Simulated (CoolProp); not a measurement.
Vapour-liquid equilibrium of n-perfluorobutane (1) + R365MFC (2) at -22.55 °C; x and y are mole fractions of (1).

Model: multi-fluid Helmholtz-energy mixture model, Gao 2022 and Lemmon 2016; pair parameters Bell 2016, in CoolProp.

Task: Give the bubble pressure and the first vapour's composition at x = 0.05, 0.35, 0.75. Is there an azeotrope?

Result: x = 0.05: 17.27 kPa, y = 0.705; x = 0.35: 35.52 kPa, y = 0.872; x = 0.75: 37.83 kPa, y = 0.897. No azeotrope shows between x = 0.05 and 0.95.

The pair parameters rest on a limited set of measurements; away from them the model extrapolates. With so large a gap from Raoult's law the liquid may split in two, which this calculation doesn't test in full.
